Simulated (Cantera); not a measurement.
# Boron, boron nitride and boron oxide: BCl₃ + O₂ + H₂

Input: 1 mol BCl₃, 1.1 mol O₂, 0.37 mol H₂, at 0.000330 bar.

These are equilibrium values from Cantera (NASA tables, ideal gas, pure condensed phases), not measurements of a reactor. Candidate condensed phases: B, B₂O₃, B₃O₃H₃, H₂O; 33 gas species. The tables' values for BOCl are old estimates; treat these amounts as uncertain. Rates play no part.

From 1025 °C to 1225 °C the condensed part is B₂O₃(l). From 1325 °C to 1825 °C nothing is condensed. The main B-bearing gas is HBO₂ at 1025 °C and B₂O₃ at 1825 °C.

```
T (°C)   x Cl  x HCl     x Cl₂    x O₂    x B₂O₃     x BO₂   x HBO₂       x O    x BOCl  n B₂O₃(l)
------  -----  -----  --------  ------  --------  --------  -------  --------  --------  ---------
1025    0.338  0.274     0.254   0.130  0.000534   4.45e-5  0.00187   3.39e-6  0.000868      0.495
1125    0.518  0.237     0.113   0.114   0.00695  0.000382  0.00586   1.71e-5   0.00424      0.463
1225    0.581  0.191    0.0335  0.0973    0.0631   0.00241   0.0183   6.78e-5    0.0130      0.218
1325    0.584  0.164   0.00954  0.0864     0.106   0.00599   0.0280  0.000229    0.0155          0
1425    0.599  0.156   0.00328  0.0821     0.100    0.0105   0.0339  0.000690    0.0140          0
1525    0.608  0.147   0.00124  0.0771    0.0936    0.0171   0.0397   0.00182    0.0127          0
1625    0.614  0.139  0.000519  0.0709    0.0863    0.0259   0.0446   0.00430    0.0115          0
1725    0.617  0.129  0.000234  0.0631    0.0780    0.0368   0.0478   0.00911    0.0104          0
1825    0.618  0.119  0.000113  0.0537    0.0685    0.0489   0.0484    0.0175   0.00944          0
```
x: gas mole fraction; n: condensed amount in mol.
